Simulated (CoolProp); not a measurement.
Ammonia at several states: Z from the reference equation and from simpler models built on Tc = 405.6 K, pc = 11.36 MPa, ω = 0.256; each cubic takes its own stable root.

Computed with CoolProp (reference Helmholtz-energy equation of state, Gao 2020).

| T (K) | p (MPa) | phase | reference |
|---|---|---|---|
| 695 | 0.0422 | gas | 0.9998 |
| 526.1 | 13.3 | supercritical | 0.8282 |
| 614.6 | 0.534 | gas | 0.9964 |
| 421.2 | 0.018 | gas | 0.9995 |
| 662.5 | 21.5 | supercritical | 0.9095 |

Question: How far does each simpler model (Pitzer virial, van der Waals, Soave-Redlich-Kwong, Peng-Robinson) lie from the reference over these 5 states: mean and median of the absolute difference, and the worst?

Answer: 
- Pitzer virial: mean 0.4 %, median 0.0 %, worst +1.7 % at 526.1 K and 13.3 MPa
- van der Waals: mean 2.0 %, median 0.1 %, worst -6.1 % at 662.5 K and 21.5 MPa
- Soave-Redlich-Kwong: mean 1.6 %, median 0.1 %, worst +4.7 % at 662.5 K and 21.5 MPa
- Peng-Robinson: mean 0.3 %, median 0.0 %, worst +1.5 % at 662.5 K and 21.5 MPa
